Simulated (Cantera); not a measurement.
Input: 1 mol S, 0.56 mol O2, at 2075 K and 0.100 bar.

Method: chemical equilibrium by Gibbs-energy minimisation in Cantera with the NASA 1993 tables (ideal gas, pure condensed phases). Equilibrium is a limit: real reactors are often held back by kinetics, nucleation or transport.

```
species   before    after
-------  -------  -------
S2         0.233    0.914
SO         0.124   0.0376
SO2        0.629   0.0290
S        0.00779   0.0154
O2       2.10e-5  4.89e-7
O        1.69e-5  2.58e-6
S2O      0.00680  0.00408
```
Gas species are given as mole fractions.

Q: What was changed between the two runs?
(A) O2 from 0.56 to 0.026 mol
(B) O2 from 0.56 to 0.099 mol
(C) temperature from 2075 K to 3323.15 K
(D) O2 from 0.56 to 0.26 mol

A: A, O2 from 0.56 to 0.026 mol
